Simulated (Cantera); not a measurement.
An isothermal, constant-pressure homogeneous reactor starts with 100 % N₂O, at 1050 K and 1.01 bar.

Model: GRI-Mech 3.0 (53 species, 325 reactions), integrated in Cantera. GRI-Mech 3.0 was tuned for natural gas; its chemistry of N2O as a main component is partial and can be far from experiment. The mechanism lacks the step 2 NO + O2 → 2 NO2, which can matter for NO2 below about 1400 K. The temperature is held fixed by assumption; the heat of reaction is taken as removed at once.

x: mole fraction; the columns are a selection and need not sum to one.

```json
[
 {"t (s)": "0.000300", "x N₂O": "1.000", "x NO": "3.45e-7", "x O": "1.16e-7", "x N₂": "6.45e-6", "x O₂": "3.08e-6", "x NO₂": "4.57e-12"},
 {"t (s)": "0.00133", "x N₂O": "1.000", "x NO": "1.57e-6", "x O": "1.16e-7", "x N₂": "2.90e-5", "x O₂": "1.41e-5", "x NO₂": "9.55e-11"},
 {"t (s)": "0.00591", "x N₂O": "1.000", "x NO": "7.02e-6", "x O": "1.16e-7", "x N₂": "0.000129", "x O₂": "6.27e-5", "x NO₂": "1.87e-9"},
 {"t (s)": "0.0262", "x N₂O": "0.999", "x NO": "3.11e-5", "x O": "1.16e-7", "x N₂": "0.000573", "x O₂": "0.000279", "x NO₂": "3.55e-8"},
 {"t (s)": "0.116", "x N₂O": "0.996", "x NO": "0.000137", "x O": "1.16e-7", "x N₂": "0.00254", "x O₂": "0.00123", "x NO₂": "5.89e-7"},
 {"t (s)": "0.516", "x N₂O": "0.983", "x NO": "0.000599", "x O": "1.16e-7", "x N₂": "0.0111", "x O₂": "0.00542", "x NO₂": "6.37e-6"},
 {"t (s)": "2.29", "x N₂O": "0.927", "x NO": "0.00251", "x O": "1.12e-7", "x N₂": "0.0472", "x O₂": "0.0229", "x NO₂": "3.59e-5"},
 {"t (s)": "10.2", "x N₂O": "0.732", "x NO": "0.00893", "x O": "…", "x N₂": "0.174", "x O₂": "0.0848", "x NO₂": "0.000136"},
 {"t (s)": "45.1", "x N₂O": "0.326", "x NO": "0.0200", "x O": "…", "x N₂": "0.439", "x O₂": "0.214", "x NO₂": "0.000311"},
 {"t (s)": "200", "x N₂O": "0.0337", "x NO": "0.0235", "x O": "…", "x N₂": "0.632", "x O₂": "0.310", "x NO₂": "0.000399"}
]
```

### Question
Some entries are withheld; supply them.

### Answer

- 10.2, x O: 9.73e-8
- 45.1, x O: 5.85e-8
- 200, x O: 9.59e-9
